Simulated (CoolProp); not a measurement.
Carbon monoxide along the isotherm 157.2 K: density (kg/m³) from the reference equation and from simpler models built on Tc = 132.9 K, pc = 34.98 bar, ω = 0.050; each cubic takes its own stable root.

Computed with CoolProp (reference Helmholtz-energy equation of state, Lemmon 2006). It is a short technical equation, of lower accuracy than the large ones.

| p (bar) | phase | reference | ideal gas | van der Waals |
|---|---|---|---|---|
| 15.9 | gas | 37.67 | 34.07 | 37.67 |
| 31.8 | gas | 85.18 | 68.15 | 86.03 |
| 47.7 | supercritical | 148.8 | 102.2 | 156.2 |
| 63.6 | supercritical | 235.0 | 136.3 | 254.1 |
| 79.5 | supercritical | 325.4 | 170.4 | 318.9 |
| 95.4 | supercritical | 389.4 | 204.4 | 355.6 |
| 111 | supercritical | 431.1 | 237.9 | 380.1 |
| 127 | supercritical | 462.1 | 272.2 | 399.3 |
| 143 | supercritical | 486.1 | 306.5 | 414.7 |
| 159 | supercritical | 505.8 | 340.7 | 427.5 |
| 175 | supercritical | 522.4 | 375.0 | 438.6 |
